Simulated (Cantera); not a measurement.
Input: 1 mol PbO, a varied amount of CO, held at 1 atm.

Cantera equilibrium calculation (NASA polynomials, part measured and part estimated; ideal gas, pure solids and liquids). Candidate condensed phases: C, Pb, PbO, PbO2, Pb3O4; 15 gas species. Each liquid is taken as pure. Mutual solubility and eutectic melting of coexisting phases are not modelled. Kinetics and transport are ignored.

### Question
What condenses at these points (T in °C, n(CO) in mol): (1700, 1.1); (1550, 1.2); (1650, 0.9); (1700, 0.57); (1475, 0.57); (1500, 3.1)?

### Answer
```tsv
T (°C)	n(CO) in mol	condensed phases	Pb condensed (%)
1700	1.1	gas only	0.0
1550	1.2	Pb	42.5
1650	0.9	gas only	0.0
1700	0.57	gas only	0.0
1475	0.57	Pb + PbO	73.9
1500	3.1	Pb	10.4
```
